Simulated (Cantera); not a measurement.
Input (Python, Cantera):

```python
import numpy as np
import cantera as ct

gas = ct.Solution("gri30.yaml")


def delay(T, t_max=10):
    gas.TPX = T, 500000, {'CH4': 1, 'H2': 0.036, 'O2': 2.84, 'N2': 7.11}
    reactor = ct.IdealGasConstPressureReactor(gas, clone=False)
    net = ct.ReactorNet([reactor])
    net.rtol, net.atol = 1e-8, 1e-16
    while net.time < t_max:
        t_old, T_old = net.time, reactor.T
        net.step()
        if reactor.T > T + 400:  # ignition: a rise of 400 K
            return t_old + (T + 400 - T_old) / (reactor.T - T_old) * (net.time - t_old)
    return np.nan


taus = []
for T in [1100, 1175, 1250, 1325, 1400, 1475, 1550, 1625, 1700]:
    taus.append(delay(T))
    print(f"T0 = {T:6g} K   tau = {taus[-1]:.4e} s")
```

Result:

```
T0 =   1100 K   tau = 1.2336e-02 s
T0 =   1175 K   tau = 5.1761e-03 s
T0 =   1250 K   tau = 2.2308e-03 s
T0 =   1325 K   tau = 9.9020e-04 s
T0 =   1400 K   tau = 4.5875e-04 s
T0 =   1475 K   tau = 2.2388e-04 s
T0 =   1550 K   tau = 1.1570e-04 s
T0 =   1625 K   tau = 6.3423e-05 s
T0 =   1700 K   tau = 3.6805e-05 s
```

Computed with Cantera and GRI-Mech 3.0 (53 species, 325 reactions).
